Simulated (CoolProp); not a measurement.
Vapour-liquid equilibrium of isobutane (1) + n-butane (2) at 16.5 bar; x and y are mole fractions of (1).

The numbers come from the multi-fluid Helmholtz-energy mixture model, Bücker 2006 and Bücker 2006; pair parameters Kunz 2012 in CoolProp.

| x | bubble temperature, mixture model (°C) | bubble temperature, Raoult's law (°C) | y, mixture model | y, Raoult's law |
|---|---|---|---|---|
| 0.05 | 103.3 | 103.3 | 0.058 | 0.064 |
| 0.2 | 101.2 | 101.0 | 0.228 | 0.245 |
| 0.35 | 99.1 | 98.8 | 0.389 | 0.412 |
| 0.5 | 97.1 | 96.7 | 0.542 | 0.566 |
| 0.65 | 95.0 | 94.7 | 0.688 | 0.708 |
| 0.8 | 93.0 | 92.8 | 0.827 | 0.840 |
| 0.95 | 90.9 | 90.9 | 0.958 | 0.961 |

The largest gap from Raoult's law is +0.4 K in bubble temperature, at x = 0.5. No azeotrope shows between x = 0.05 and 0.95.

Pair parameters are fitted to limited data, so mixtures are less certain than the pure fluids.
